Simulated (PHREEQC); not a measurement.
FeCl3 is added in steps, without added water, to 1 kg of water holding 0.019 mol ZnSO4, at 60 °C. Oxygen alone is held at its pressure in air (log pO2 = -0.68). CO2 from the air is kept out. Only these solids could form: Fe(OH)3(a), Zincite(c), Zn4(OH)6SO4, Zn5(OH)8Cl2, Goslarite.

Base run: PHREEQC, ion-association model, wateq4f.dat. Each further column changes one thing. The table gives pH.

```json
[
 {"FeCl3 added (mol)": "0", "base": "5.26", "ZnSO4 from 0.019 to 0.19 mol/kgw": "5.10", "0.0014 mol/kgw KOH added": "5.88", "temperature from 60 to 40 °C": "5.48", "no solid may form": "5.26"},
 {"FeCl3 added (mol)": "0.0007125", "base": "3.42", "ZnSO4 from 0.019 to 0.19 mol/kgw": "3.75", "0.0014 mol/kgw KOH added": "4.90", "temperature from 60 to 40 °C": "3.47", "no solid may form": "3.42"},
 {"FeCl3 added (mol)": "0.001662", "base": "3.18", "ZnSO4 from 0.019 to 0.19 mol/kgw": "3.51", "0.0014 mol/kgw KOH added": "3.09", "temperature from 60 to 40 °C": "3.25", "no solid may form": "3.18"},
 {"FeCl3 added (mol)": "0.002375", "base": "3.08", "ZnSO4 from 0.019 to 0.19 mol/kgw": "3.41", "0.0014 mol/kgw KOH added": "2.84", "temperature from 60 to 40 °C": "3.15", "no solid may form": "3.08"},
 {"FeCl3 added (mol)": "0.003087", "base": "3.00", "ZnSO4 from 0.019 to 0.19 mol/kgw": "3.34", "0.0014 mol/kgw KOH added": "2.67", "temperature from 60 to 40 °C": "3.08", "no solid may form": "3.00"},
 {"FeCl3 added (mol)": "0.004038", "base": "2.93", "ZnSO4 from 0.019 to 0.19 mol/kgw": "3.27", "0.0014 mol/kgw KOH added": "2.52", "temperature from 60 to 40 °C": "3.01", "no solid may form": "2.93"},
 {"FeCl3 added (mol)": "0.00475", "base": "2.88", "ZnSO4 from 0.019 to 0.19 mol/kgw": "3.23", "0.0014 mol/kgw KOH added": "2.46", "temperature from 60 to 40 °C": "2.96", "no solid may form": "2.88"},
 {"FeCl3 added (mol)": "0.005463", "base": "2.83", "ZnSO4 from 0.019 to 0.19 mol/kgw": "3.20", "0.0014 mol/kgw KOH added": "2.44", "temperature from 60 to 40 °C": "2.92", "no solid may form": "2.83"},
 {"FeCl3 added (mol)": "0.006412", "base": "2.78", "ZnSO4 from 0.019 to 0.19 mol/kgw": "3.16", "0.0014 mol/kgw KOH added": "2.41", "temperature from 60 to 40 °C": "2.86", "no solid may form": "2.78"},
 {"FeCl3 added (mol)": "0.007125", "base": "2.75", "ZnSO4 from 0.019 to 0.19 mol/kgw": "3.13", "0.0014 mol/kgw KOH added": "2.40", "temperature from 60 to 40 °C": "2.83", "no solid may form": "2.75"},
 {"FeCl3 added (mol)": "0.007838", "base": "2.71", "ZnSO4 from 0.019 to 0.19 mol/kgw": "3.11", "0.0014 mol/kgw KOH added": "2.38", "temperature from 60 to 40 °C": "2.79", "no solid may form": "2.71"},
 {"FeCl3 added (mol)": "0.008788", "base": "2.67", "ZnSO4 from 0.019 to 0.19 mol/kgw": "3.08", "0.0014 mol/kgw KOH added": "2.36", "temperature from 60 to 40 °C": "2.75", "no solid may form": "2.67"},
 {"FeCl3 added (mol)": "0.0095", "base": "2.64", "ZnSO4 from 0.019 to 0.19 mol/kgw": "3.06", "0.0014 mol/kgw KOH added": "2.34", "temperature from 60 to 40 °C": "2.72", "no solid may form": "2.64"}
]
```

Constants without temperature data keep their 25 °C values here. Solids allowed in the column '0.0014 mol/kgw KOH added': Fe(OH)3(a), Zincite(c), Zn4(OH)6SO4, Zn5(OH)8Cl2, Jarosite-K, Goslarite.
